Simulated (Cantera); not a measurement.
A perfectly stirred reactor is fed with CH4 : O2 : N2 : H2O = 1 : 2.27 : 8.55 : 1.9 (molar parts), at 10.0 bar; it is adiabatic with a 700 K inlet, and is followed from long to short residence time, starting on the burning branch (τ in s: 0.082, 0.033, 0.013, 0.0055, 0.0022, 0.0009, 0.00037, 0.00015, 6e-05).

Model: GRI-Mech 3.0 (53 species, 325 reactions), integrated in Cantera.

**Question.** What does this change do: inlet temperature 700 to 525 K?

**Answer.** 
| quantity | before | after |
|---|---|---|
| blow-out, bracketed by the residence times tried | burning at 60.0 µs, the shortest tried | burning at 0.150 ms, out at 60.0 µs |
| x(CH4) at τ = 82.0 ms | 9.67e-7 | 1.97e-6 |
| x(O2) at τ = 82.0 ms | 0.0192 | 0.0195 |
| x(H2O) at τ = 82.0 ms | 0.282 | 0.283 |
| x(CH2) at τ = 82.0 ms | 1.57e-8 | 1.80e-8 |
| x(HO2) at τ = 82.0 ms | 2.62e-6 | 1.75e-6 |
| x(CH4) at τ = 2.20 ms | 2.76e-5 | 4.49e-5 |
| x(O2) at τ = 2.20 ms | 0.0204 | 0.0205 |
| x(H2O) at τ = 2.20 ms | 0.281 | 0.282 |
| x(CH2) at τ = 2.20 ms | 5.28e-7 | 5.72e-7 |
| x(HO2) at τ = 2.20 ms | 4.10e-6 | 4.46e-6 |
